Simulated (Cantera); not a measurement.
What does this Cantera script print?

```python
import numpy as np
import cantera as ct

gas_names = [...]  # 148 gases of nasa_gas.yaml made of Al, C, H, N, O
cond_names = """
    AL(cr) AL(L) ALN(s) AL2O3(a) AL2O3(L) C(gr) C6H6(L) C7H8(L) C8H18(L),n-octa H2O(s) H2O(L)
""".split()


# ... load() reads the species with a 1 bar reference pressure and builds the phases ...
atoms = {
    'Al(CH3)3': {'AL': 1, 'C': 3, 'H': 9},
    'O2': {'O': 2},
    'N2': {'N': 2},
    'N2O': {'N': 2, 'O': 1},
}
top_T = {'ALN(s)': 2750, 'C(gr)': 4500}  # K; cautious upper limits of use, not melting points


# ... equilibrate(T, P, feed) seeds the gas with the atoms and calls Mixture.equilibrate('TP', solver="vcs", rtol=1e-11, max_steps=5000) ...
results = []
T = 1525  # K
P = 100000  # Pa
for m in [1.2, 1.5, 1.8, 2.3, 3, 3.7, 4.7, 6, 7.6, 9.6, 12, 15, 19]:
    feed = {'Al(CH3)3': 1, 'O2': 1.8, 'N2': 5.9, 'N2O': m}  # mol
    mix = equilibrate(T, P, feed)
    results.append((T, P, feed, dict(zip(mix.species_names, mix.species_moles))))
    x = sorted(zip(gas.X, gas.species_names), reverse=True)
    print(f"T = {T:g} K  P = {P:g} Pa  n(N2O) = {m:g} mol  gas = {mix.phase_moles(0):.4g} mol")
    print("   x: " + "  ".join(f"{s} {v:.3e}" for v, s in x if v > 1e-05))
    print("   condensed (mol): " + ("  ".join(f"{mix.phase(i).name} {mix.phase_moles(i):.4g}"
          for i in range(1, mix.n_phases) if mix.phase_moles(i) > 1e-12) or "none"))
```

Output:

```
T = 1525 K  P = 100000 Pa  n(N2O) = 1.2 mol  gas = 14.6 mol
   x: N2 4.863e-01  H2 2.918e-01  CO 2.013e-01  H2O 1.636e-02  CO2 4.191e-03  H 1.278e-05
   condensed (mol): AL2O3(a) 0.5
T = 1525 K  P = 100000 Pa  n(N2O) = 1.5 mol  gas = 14.9 mol
   x: N2 4.966e-01  H2 2.702e-01  CO 1.929e-01  H2O 3.183e-02  CO2 8.441e-03  H 1.230e-05
   condensed (mol): AL2O3(a) 0.5
T = 1525 K  P = 100000 Pa  n(N2O) = 1.8 mol  gas = 15.2 mol
   x: N2 5.066e-01  H2 2.496e-01  CO 1.846e-01  H2O 4.645e-02  CO2 1.276e-02  H 1.182e-05
   condensed (mol): AL2O3(a) 0.5
T = 1525 K  P = 100000 Pa  n(N2O) = 2.3 mol  gas = 15.7 mol
   x: N2 5.223e-01  H2 2.176e-01  CO 1.709e-01  H2O 6.903e-02  CO2 2.014e-02  H 1.103e-05
   condensed (mol): AL2O3(a) 0.5
T = 1525 K  P = 100000 Pa  n(N2O) = 3 mol  gas = 16.4 mol
   x: N2 5.427e-01  H2 1.773e-01  CO 1.520e-01  H2O 9.712e-02  CO2 3.093e-02
   condensed (mol): AL2O3(a) 0.5
T = 1525 K  P = 100000 Pa  n(N2O) = 3.7 mol  gas = 17.1 mol
   x: N2 5.614e-01  H2 1.417e-01  CO 1.331e-01  H2O 1.214e-01  CO2 4.234e-02
   condensed (mol): AL2O3(a) 0.5
T = 1525 K  P = 100000 Pa  n(N2O) = 4.7 mol  gas = 18.1 mol
   x: N2 5.856e-01  H2O 1.501e-01  CO 1.059e-01  H2 9.855e-02  CO2 5.988e-02
   condensed (mol): AL2O3(a) 0.5
T = 1525 K  P = 100000 Pa  n(N2O) = 6 mol  gas = 19.4 mol
   x: N2 6.134e-01  H2O 1.779e-01  CO2 8.502e-02  CO 6.962e-02  H2 5.409e-02
   condensed (mol): AL2O3(a) 0.5
T = 1525 K  P = 100000 Pa  n(N2O) = 7.6 mol  gas = 21 mol
   x: N2 6.429e-01  H2O 1.997e-01  CO2 1.194e-01  CO 2.349e-02  H2 1.460e-02
   condensed (mol): AL2O3(a) 0.5
T = 1525 K  P = 100000 Pa  n(N2O) = 9.6 mol  gas = 23.6 mol
   x: N2 6.565e-01  H2O 1.906e-01  CO2 1.271e-01  O2 2.519e-02  NO 4.363e-04  OH 7.874e-05
   condensed (mol): AL2O3(a) 0.5
T = 1525 K  P = 100000 Pa  n(N2O) = 12 mol  gas = 27.2 mol
   x: N2 6.577e-01  H2O 1.654e-01  CO2 1.103e-01  O2 6.580e-02  NO 7.057e-04  OH 9.324e-05
   condensed (mol): AL2O3(a) 0.5
T = 1525 K  P = 100000 Pa  n(N2O) = 15 mol  gas = 31.7 mol
   x: N2 6.588e-01  H2O 1.419e-01  O2 1.036e-01  CO2 9.463e-02  NO 8.864e-04  OH 9.675e-05
   condensed (mol): AL2O3(a) 0.5
T = 1525 K  P = 100000 Pa  n(N2O) = 19 mol  gas = 37.7 mol
   x: N2 6.599e-01  O2 1.400e-01  H2O 1.193e-01  CO2 7.957e-02  NO 1.031e-03  OH 9.566e-05
   condensed (mol): AL2O3(a) 0.5
```

Equilibrium computed with Cantera from the NASA thermochemical tables; the gas is ideal and each condensed phase is pure. The feed counts by its element totals alone. Gases not in the tables: Al(OH)3.
